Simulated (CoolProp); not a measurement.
Decamethyltetrasiloxane (MD2M) along the isobar 0.841 MPa: Z from the reference equation and from simpler models built on Tc = 326.2 °C, pc = 1.144 MPa, ω = 0.635; each cubic takes its own stable root.

Model: reference Helmholtz-energy equation of state, Thol 2017, in CoolProp.

| T (°C) | phase | reference | van der Waals | Peng-Robinson |
|---|---|---|---|---|
| 30.85 | liquid | 0.1225 | 0.2197 | 0.1256 |
| 57.95 | liquid | 0.1161 | 0.2067 | 0.1177 |
| 85.05 | liquid | 0.1110 | 0.1962 | 0.1113 |
| 112.15 | liquid | 0.1069 | 0.1879 | 0.1063 |
| 139.25 | liquid | 0.1038 | 0.1814 | 0.1025 |
| 166.25 | liquid | 0.1015 | 0.1766 | 0.09995 |
| 193.35 | liquid | 0.1001 | 0.1737 | 0.09864 |
| 220.45 | liquid | 0.09980 | 0.1730 | 0.09887 |
| 247.55 | liquid | 0.1008 | 0.1755 | 0.1013 |
